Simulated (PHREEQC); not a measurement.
Solution (10 °C): 0.27 mol Cu(NO3)2, 0.0069 mol HBF4 and 0.00022 mol Na2SO4 per kg of water. Closed to the air; pH follows from the charge balance.

Equilibrium calculation in PHREEQC: ion-association model, phreeqc.dat.

Question: The ionic strength comes out as 0.816 mol/kgw. What activity coefficients do CuF+, F-, SO4-2, Cu+2, BF3OH- get?

Answer: CuF+ 0.77, F- 0.60, SO4-2 0.17, Cu+2 0.22, BF3OH- 0.77.

Precipitation was switched off in this run. The ionic strength is past about 0.7 mol/kgw, beyond the range of this activity model, so the values are rough. Constants without temperature data keep their 25 °C values here. Real BF4- forms and hydrolyses slowly; the run takes it at equilibrium.
